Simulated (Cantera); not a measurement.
Input (Python, Cantera):

```python
import numpy as np
import cantera as ct

gas = ct.Solution("gri30.yaml")
gas.TPX = 1273, 13000, {'CO': 0.0063, 'O2': 0.088, 'H2O': 0.00011, 'N2': 1}
reactor = ct.IdealGasConstPressureReactor(gas, energy="off", clone=False)
net = ct.ReactorNet([reactor])
net.rtol, net.atol = 1e-08, 1e-18
show = ['CO', 'O2', 'H2O', 'H', 'N2O', 'OH']
times = np.geomspace(0.0004, 20, 14)

steps = ct.SolutionArray(gas, extra=["t"])
rows = []
print(f"{'t/s':>10s}{'T/K':>9s}{'P/Pa':>11s}" + "".join(f"{s:>11s}" for s in show))
for t in times:
    while net.time < t:
        t_next = net.step()
        steps.append(gas.state, t=t_next)
    rows.append([np.interp(t, steps.t, y) for y in (steps.T, steps.P, *steps(*show).X.T)])
    print(f"{t:10.3e}{rows[-1][0]:9.1f}{rows[-1][1]:11.4g}" + "".join(f"{x:11.3e}" for x in rows[-1][2:]))
rate = np.gradient(steps.T, steps.t)
print("integrator steps:", len(steps.t))
if steps.T.max() > steps.T[0] + 200:
    print(f"time of steepest temperature rise: {steps.t[rate.argmax()]:.4e} s")
gas.TPX = 1273, 13000, {'CO': 0.0063, 'O2': 0.088, 'H2O': 0.00011, 'N2': 1}
gas.equilibrate("TP")
print(f"equilibrium (TP): T = {gas.T:.1f} K  " + "  ".join(f"{s} {gas[s].X[0]:.3e}" for s in show))
```

Result:

```
       t/s      T/K       P/Pa         CO         O2        H2O          H        N2O         OH
 4.000e-04   1273.0    1.3e+04  5.757e-03  8.041e-02  1.005e-04  3.692e-13  1.179e-14  5.383e-12
 9.194e-04   1273.0    1.3e+04  5.757e-03  8.041e-02  1.005e-04  1.918e-12  4.823e-14  2.549e-11
 2.113e-03   1273.0    1.3e+04  5.757e-03  8.041e-02  1.005e-04  9.981e-12  2.229e-13  1.270e-10
 4.858e-03   1273.0    1.3e+04  5.756e-03  8.041e-02  1.005e-04  5.201e-11  1.117e-12  6.487e-10
 1.117e-02   1273.0    1.3e+04  5.756e-03  8.041e-02  1.005e-04  2.887e-10  6.266e-12  3.567e-09
 2.567e-02   1273.0    1.3e+04  5.756e-03  8.041e-02  1.005e-04  2.323e-09  5.158e-11  2.852e-08
 5.900e-02   1273.0    1.3e+04  5.734e-03  8.039e-02  9.989e-05  9.840e-08  1.916e-09  1.078e-06
 1.356e-01   1273.0    1.3e+04  3.524e-03  7.861e-02  7.109e-05  2.567e-05  2.373e-07  3.149e-05
 3.117e-01   1273.0    1.3e+04  4.677e-04  7.757e-02  8.197e-05  1.044e-05  3.104e-07  2.592e-05
 7.165e-01   1273.0    1.3e+04  5.080e-05  7.772e-02  9.507e-05  6.130e-07  3.251e-07  1.059e-05
 1.647e+00   1273.0    1.3e+04  7.155e-06  7.775e-02  9.861e-05  3.880e-08  3.096e-07  4.289e-06
 3.785e+00   1273.0    1.3e+04  1.122e-06  7.775e-02  9.984e-05  3.253e-09  2.495e-07  1.897e-06
 8.701e+00   1273.0    1.3e+04  1.746e-07  7.775e-02  1.003e-04  3.900e-10  1.420e-07  9.417e-07
 2.000e+01   1273.0    1.3e+04  2.888e-08  7.775e-02  1.005e-04  7.125e-11  4.201e-08  5.358e-07
integrator steps: 1554
equilibrium (TP): T = 1273.0 K  CO 5.093e-09  O2 7.764e-02  H2O 1.006e-04  H 1.458e-11  N2O 5.699e-09  OH 3.152e-07
```

Computed with Cantera and GRI-Mech 3.0 (53 species, 325 reactions).
